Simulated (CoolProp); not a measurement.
Vapour-liquid equilibrium of carbon dioxide (1) + hydrogen sulfide (2) at 818 kPa; x and y are mole fractions of (1).

The numbers come from the multi-fluid Helmholtz-energy mixture model, Span 1996 and Lemmon 2006; pair parameters Kunz 2012 in CoolProp.

| x | bubble temperature, mixture model (°C) | bubble temperature, Raoult's law (°C) | y, mixture model | y, Raoult's law |
|---|---|---|---|---|
| 0.05 | -16.0 | -11.4 | 0.253 | 0.155 |
| 0.2 | ___ | -20.5 | 0.595 | 0.474 |
| 0.35 | -36.7 | -27.4 | 0.717 | 0.666 |
| 0.5 | ___ | -32.9 | ___ | 0.791 |
| 0.65 | -42.2 | -37.4 | ___ | 0.878 |
| 0.8 | -43.8 | -41.2 | 0.883 | 0.940 |
| 0.95 | -45.1 | -44.4 | ___ | 0.987 |

Q: Complete the blanks.

A: 
- 0.2, bubble temperature, mixture model (°C): -30.3
- 0.5, bubble temperature, mixture model (°C): -40.1
- 0.5, y, mixture model: 0.781
- 0.65, y, mixture model: 0.829
- 0.95, y, mixture model: 0.962

The largest gap from Raoult's law is -9.8 K in bubble temperature, at x = 0.2. No azeotrope shows between x = 0.05 and 0.95.

The pair parameters rest on a limited set of measurements; away from them the model extrapolates.
